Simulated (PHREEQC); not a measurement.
PHREEQC input (Pitzer model, pitzer.dat):

```
SOLUTION 1
  temp 25
  units mol/kgw
  pH 7 charge
  S(6) 0.45
  Mg 0.12
  K 0.66
  Cl 0.56
  Na 0.56
END
USE solution 1
INCREMENTAL_REACTIONS false
REACTION 1
  H2O -1
  0 9.886 18.011 24.689 30.178 34.689 38.397 41.444
  43.949 46.007 47.699 49.089 50.232 51.172 51.944 52.578
  53.1 53.528 53.88 54.17 54.408 moles
EQUILIBRIUM_PHASES 1
  Arcanite 0 0
  Bischofite 0 0
  Bloedite 0 0
  Brucite 0 0
  Carnallite 0 0
  Epsomite 0 0
  Glaserite 0 0
  Halite 0 0
  Hexahydrite 0 0
  Kainite 0 0
  Kieserite 0 0
  Leonite 0 0
  Mirabilite 0 0
  Misenite 0 0
  Schoenite 0 0
  Sylvite 0 0
  Thenardite 0 0
  MgCl2_4H2O 0 0
SELECTED_OUTPUT 1
  -reset false
  -pH true
  -pe true
  -ionic_strength true
  -water true
  -activities H2O
  -totals Cl K Mg Na S
  -molalities H+ Na+ K+ Mg+2 Cl- SO4-2 OH- HSO4- MgOH+
  -equilibrium_phases Arcanite Bischofite Bloedite Brucite Carnallite Epsomite Glaserite Halite Hexahydrite Kainite
    Kieserite Leonite Mirabilite Misenite Schoenite Sylvite Thenardite MgCl2_4H2O
PRINT
  -reset false
END
```

Selected output (columns that matter, 21 of 21 rows; water left (kg) added in front):

```
water left (kg)	pH	mu	Cl	K	Mg	Na	S	m_H+	m_Na+	la_H2O	Glaserite	Halite	Schoenite	Sylvite
1	6.9881	2.03	0.56	0.66	0.12	0.56	0.45	1.6692e-07	0.56	-0.014145	0	0	0	0
0.821894	6.9566	2.4699	0.68135	0.80302	0.146	0.68135	0.54752	1.7027e-07	0.68135	-0.017214	0	0	0	0
0.675514	6.9175	3.0051	0.829	0.97703	0.17764	0.829	0.66616	1.7117e-07	0.829	-0.021032	0	0	0	0
0.555203	6.8697	3.6563	1.0086	1.1888	0.21614	1.0086	0.81051	1.6786e-07	1.0086	-0.025831	0	0	0	0
0.456313	6.8124	4.4487	1.2272	1.4464	0.26298	1.2272	0.98616	1.5806e-07	1.2272	-0.031939	0	0	0	0
0.375043	6.7216	4.9701	1.4932	1.5385	0.31996	1.4194	1.0523	1.6196e-07	1.4194	-0.037411	0.027665	0	0	0
0.30824	6.6025	5.3363	1.8168	1.5165	0.38931	1.6085	1.0434	1.7871e-07	1.6085	-0.042999	0.064188	0	0	0
0.253345	6.4645	5.7846	2.2104	1.4911	0.47366	1.8391	1.0335	1.9853e-07	1.8391	-0.050314	0.094082	0	0	0
0.208215	6.3037	6.3309	2.6895	1.4605	0.57633	2.1198	1.0217	2.2236e-07	2.1198	-0.059977	0.11864	0	0	0
0.171138	6.1155	6.9937	3.2722	1.4225	0.70119	2.4609	1.0068	2.5136e-07	2.4609	-0.072862	0.13885	0	0	0
0.140655	5.8945	7.7969	3.9814	1.3746	0.85315	2.8755	0.98747	2.8701e-07	2.8755	-0.090245	0.15555	0	0	0
0.115613	5.6345	8.7695	4.8438	1.3141	1.0379	3.3789	0.96259	3.3087e-07	3.3789	-0.11395	0.16936	0	0	0
0.0950203	5.3285	9.95	5.8935	1.239	1.2629	3.9912	0.93122	3.8408e-07	3.9912	-0.14671	0.18076	0	0	0
0.0780853	5.1879	10.517	6.115	1.2405	1.5368	3.7111	0.95509	4.3467e-07	3.7111	-0.15696	0.18771	0.08251	0	0
0.0641769	5.0669	11.056	6.191	1.2638	1.8698	3.1842	0.99834	4.8789e-07	3.1842	-0.16388	0.19296	0.16268	0	0
0.0505786	4.9817	11.055	6.4771	1.4033	1.9745	2.8605	0.86792	5.5343e-07	2.8605	-0.16849	0.18292	0.2324	0.020132	0
0.0388709	4.918	11.018	6.7437	1.5571	2.0211	2.6464	0.75094	6.1288e-07	2.6464	-0.17226	0.16897	0.28817	0.04144	0.0096998
0.0290046	4.918	11.018	6.7437	1.5571	2.0211	2.6464	0.75094	6.1288e-07	2.6464	-0.17226	0.15273	0.33051	0.06138	0.033889
0.0208903	4.918	11.018	6.7437	1.5571	2.0211	2.6464	0.75094	6.1288e-07	2.6464	-0.17226	0.13938	0.36534	0.07778	0.053783
0.0142051	4.918	11.018	6.7437	1.5571	2.0211	2.6464	0.75094	6.1288e-07	2.6464	-0.17226	0.12838	0.39403	0.091291	0.070173
0.00871872	4.918	11.018	6.7437	1.5571	2.0211	2.6464	0.75094	6.1288e-07	2.6464	-0.17226	0.11935	0.41758	0.10238	0.083624
```
